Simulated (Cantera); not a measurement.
# Premixed flame

A freely propagating, adiabatic, planar premixed flame of 9.79 % CH4, 17.8 % O2, 67.0 % N2, 5.39 % H2O, unburnt at 648 K and 1.00 bar; multicomponent transport, grid criteria slope 0.08 and curve 0.16, no radiation.

Cantera simulation using GRI-Mech 3.0 (53 species, 325 reactions); the numbers are that mechanism's predictions, not measurements. Burning velocities carry a grid error of a few per cent, more on coarse grids.

| z (mm) | T (K) | u (m/s) | x CH4 | x O2 | x H2O | x CO | x CH3 | x N2O |
|---|---|---|---|---|---|---|---|---|
| -1.09 | 648 | 1.30 | 0.0978 | 0.178 | 0.0538 | 3.08e-6 | 3.88e-8 | <1e-8 |
| -0.730 | 650 | 1.31 | 0.0975 | 0.177 | 0.0540 | 3.60e-5 | 4.05e-7 | <1e-8 |
| -0.547 | 658 | 1.32 | 0.0967 | 0.176 | 0.0549 | 0.000191 | 2.02e-6 | <1e-8 |
| -0.365 | 712 | 1.44 | 0.0929 | 0.172 | 0.0611 | 0.00152 | 1.82e-5 | <1e-8 |
| -0.182 | 1071 | 2.21 | 0.0678 | 0.142 | 0.0991 | 0.0142 | 0.000530 | <1e-8 |
| -0.0912 | 1459 | 3.04 | 0.0374 | 0.102 | 0.141 | 0.0328 | 0.00255 | 1.82e-8 |
| 0 | 1826 | 3.84 | 0.00899 | 0.0543 | 0.183 | 0.0524 | 0.00282 | 3.86e-8 |
| 0.0912 | 1982 | 4.17 | 0.000701 | 0.0263 | 0.202 | 0.0534 | 0.000420 | 5.85e-8 |
| 0.182 | 2025 | 4.25 | 2.86e-5 | 0.0166 | 0.207 | 0.0455 | 2.05e-5 | 6.92e-8 |
| 0.365 | 2067 | 4.31 | 6.97e-8 | 0.0119 | 0.207 | 0.0369 | 5.62e-8 | 7.06e-8 |
| 0.730 | 2120 | 4.40 | <1e-8 | 0.00955 | 0.210 | 0.0330 | <1e-8 | 6.86e-8 |
| 1.46 | 2182 | 4.52 | <1e-8 | 0.00732 | 0.215 | 0.0311 | <1e-8 | 6.81e-8 |
| 2.92 | 2243 | 4.62 | <1e-8 | 0.00503 | 0.220 | 0.0291 | <1e-8 | 6.73e-8 |
x: mole fraction of selected species; z is measured from the peak of heat release.

- laminar burning velocity = 130 cm/s
- thermal thickness = 0.365 mm
- peak x(CO) = 0.0554
- peak x(CH3) = 0.00347
- grid points = 158
